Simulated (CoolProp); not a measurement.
Vapour-liquid equilibrium of methanol (1) + isohexane (2) at 2.89 bar; x and y are mole fractions of (1).

The numbers come from the multi-fluid Helmholtz-energy mixture model, de Reuck 1993 and Lemmon 2006; pair parameters Bell 2016 in CoolProp.

```
x      bubble temperature (K)  y at the bubble point  dew temperature at overall composition x (K)  liquid density (mol/L)
-----  ----------------------  ---------------------  --------------------------------------------  ----------------------
0.05                    362.2                  0.205                                         368.6                   7.035
0.125                   355.9                  0.354                                         365.5                   7.528
0.2                     353.0                  0.426                                         362.4              (withheld)
0.275                   351.7                  0.463                                         359.2                   8.608
0.35                    351.2                  0.482                                         356.1                   9.250
0.425                   351.1                  0.492                                         353.0                   9.989
0.5                     351.0                  0.495                                         351.1              (withheld)
0.575                   351.1                  0.498                                         353.4                   11.87
0.65                    351.1                  0.502                                         356.1                   13.06
0.725                   351.5                  0.515                                         358.6                   14.48
0.8                     352.5                  0.548                                         361.0                   16.17
0.875                   355.1                  0.623                                         363.3                   18.18
0.95                    360.7             (withheld)                                         365.5                   20.57
```

### Question
Some entries are withheld; supply them.

### Answer

- 0.2, liquid density (mol/L): 8.042
- 0.5, liquid density (mol/L): 10.85
- 0.95, y at the bubble point: 0.790

y crosses x between x = 0.425 and 0.5: the model has an azeotrope there.

Pair parameters are fitted to limited data, so mixtures are less certain than the pure fluids. With so large a gap from Raoult's law the liquid may split in two, which this calculation doesn't test in full.
